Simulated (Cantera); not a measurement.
Input: 1 mol MgCO3, 1.5 mol SO3, 0.057 mol CO2, equilibrated at 0.880 bar.

These are equilibrium values from Cantera (NASA tables, ideal gas, pure condensed phases), not measurements of a reactor. Candidate condensed phases: C, Mg, MgCO3, MgO, MgS, MgSO4, S; 26 gas species. Rates play no part. All values below are at 1275 K.

Base state: CO2 0.589, SO2 0.265, O2 0.133, SO3 0.0132 (mole fractions); condensed: MgSO4(s).

Problem. What changes in the equilibrium state with this change: SO3 from 1.5 to 0.14 mol?

Solution. 
```csv
species,before,after
CO2,0.589,0.836
SO2,0.265,0.107
O2,0.133,0.0536
SO3,0.0132,0.00339
"MgSO4(s), mol",1.00,0
"MgO(s), mol",0,1.00
```
